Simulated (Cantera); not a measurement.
Hydrocarbon pyrolysis for carbon deposition

An isothermal, constant-pressure homogeneous reactor starts with CH₄ : N₂ = 1 : 5.9 (molar parts), at 1800 K and 10.00 Torr.

Model: GRI-Mech 3.0 (53 species, 325 reactions), integrated in Cantera. GRI-Mech 3.0 stops at C3 and has no aromatics, soot or wall deposition, so with more carbon than oxygen in the feed, carbon stays in small species such as C2H2 where larger ones or solid carbon would form. Radical loss at walls, strong at low pressure, is not modelled.

```tsv
t (s)	x CH₄	x HCN	x H	x C₂H₄	x H₂
0.000400	0.145	<1e-12	1.40e-6	4.90e-8	4.17e-5
0.000770	0.145	<1e-12	1.44e-6	3.98e-7	8.22e-5
0.00148	0.145	3.21e-12	1.57e-6	3.03e-6	0.000164
0.00286	0.144	1.77e-11	2.09e-6	2.20e-5	0.000351
0.00550	0.143	1.13e-10	4.08e-6	0.000154	0.000923
0.0106	0.140	1.24e-9	1.23e-5	0.000988	0.00352
0.0204	0.126	2.15e-8	4.89e-5	0.00463	0.0174
0.0392	0.0882	2.71e-7	0.000165	0.00667	0.0655
0.0756	0.0486	1.23e-6	0.000300	0.00187	0.122
0.146	0.0238	3.11e-6	0.000420	0.000437	0.157
0.280	0.0101	6.35e-6	0.000562	9.53e-5	0.176
0.539	0.00364	1.16e-5	0.000754	1.96e-5	0.184
1.04	0.00115	2.02e-5	0.00100	5.99e-6	0.188
2.00	0.000356	3.22e-5	0.00123	4.01e-6	0.189
```
x: mole fraction; the columns are a selection and need not sum to one.

Equilibrium at this temperature and pressure: CH₄ 9.70e-6, HCN 0.0794, H 0.00136, C₂H₄ 1.38e-6, H₂ 0.189 (gas phase only).
